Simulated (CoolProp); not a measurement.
Computed with CoolProp (reference Helmholtz-energy equation of state, Lemmon 2006). It is a short technical equation, of lower accuracy than the large ones.

Problem. For n-decane, give the phase and the density (kg/m³), cp (kJ/(kg K)), isothermal compressibility (1/MPa), viscosity (µPa s) at 620 K and 0.788 MPa; 620 K and 1.18 MPa; 620 K and 1.97 MPa.

Solution. 
- 620 K and 0.788 MPa: gas; density 25.5, cp 3.04, isothermal compressibility 1.51, viscosity 11.0
- 620 K and 1.18 MPa: gas; density 42.6, cp 3.16, isothermal compressibility 1.17, viscosity 11.5
- 620 K and 1.97 MPa: gas; density 111, cp 4.68, isothermal compressibility 1.67, viscosity 15.6

Viscosity comes from a separate model (Huber 2004).
